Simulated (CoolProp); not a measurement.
Vapour-liquid equilibrium of carbon dioxide (1) + sulfur dioxide (2) at 2.05 °C; x and y are mole fractions of (1).

Values from CoolProp's multi-fluid Helmholtz-energy mixture model, Span 1996 and Gao 2016; pair parameters Bell 2016.

Task: Give the bubble pressure and the first vapour's composition at x = 0.05, 0.875, 0.95. Is there an azeotrope?

Result: x = 0.05: 0.3693 MPa, y = 0.548; x = 0.875: 3.150 MPa, y = 0.980; x = 0.95: 3.447 MPa, y = 0.991. No azeotrope shows between x = 0.05 and 0.95.

Pair parameters are fitted to limited data, so mixtures are less certain than the pure fluids. The gap from Raoult's law changes sign with composition, which may be real or a fault of the pair parameters; it wasn't checked against measurements.
